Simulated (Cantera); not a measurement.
A closed system holds: 1 mol Fe, 0.0094 mol H2S, 2 mol CO, equilibrated at 873.15 K and 60.0 Pa.

Method: chemical equilibrium by Gibbs-energy minimisation in Cantera with the NASA 1993 tables (ideal gas, pure condensed phases). Candidate condensed phases: C, C6H6, C7H8, C8H18, Fe, Fe(CO)5, FeO, Fe(OH)2, Fe(OH)3, FeS, FeSO4, FeS2, Fe2O3, Fe2(SO4)3, Fe3O4, H2O, H2SO4, S; 127 gas species. FeS: taken at fixed stoichiometry. Condensed phases not in the tables: cementite and carbon dissolved in iron. Equilibrium is a limit: real reactors are often held back by kinetics, nucleation or transport.

Base state: CO 0.989, CO2 0.00663, H2 0.00470, H2O 1.18e-5, COS 1.11e-5 (mole fractions); condensed: C(graphite) + Fe(α) + FeS(s).

Task: What changes in the equilibrium state with this change: pressure from 60.0 Pa to 33.0 mbar?

Result: 
```
species            before     after
----------------  -------  --------
CO                  0.989     0.772
CO2               0.00663     0.222
H2                0.00470   0.00516
H2O               1.18e-5  0.000557
COS               1.11e-5   8.70e-6
C(graphite), mol   0.0133     0.366
Fe(α), mol          0.991     0.991
FeS(s), mol       0.00937   0.00938
```

Task: What changes in the equilibrium state with this change: H2S from 0.0094 to 1.9 mol?

Result: 
```
species            before    after
----------------  -------  -------
CO                  0.989    0.489
H2                0.00470    0.282
H2S               1.65e-6    0.203
COS               1.11e-5   0.0113
S2                  <1e-9  0.00203
CS2               4.48e-9  0.00608
H2O               1.18e-5  0.00108
CO2               0.00663  0.00501
C(graphite), mol   0.0133        0
Fe(α), mol          0.991        0
FeS(s), mol       0.00937     1.00
```
Gases not in the tables: S3 to S7.

Task: What changes in the equilibrium state with this change: H2S from 0.0094 to 0.0017 mol?

Result: 
```tsv
species	before	after
CO	0.989	0.992
CO2	0.00663	0.00668
H2	0.00470	0.000853
H2O	1.18e-5	2.15e-6
COS	1.11e-5	1.12e-5
C(graphite), mol	0.0133	0.0133
Fe(α), mol	0.991	0.998
FeS(s), mol	0.00937	0.00168
```
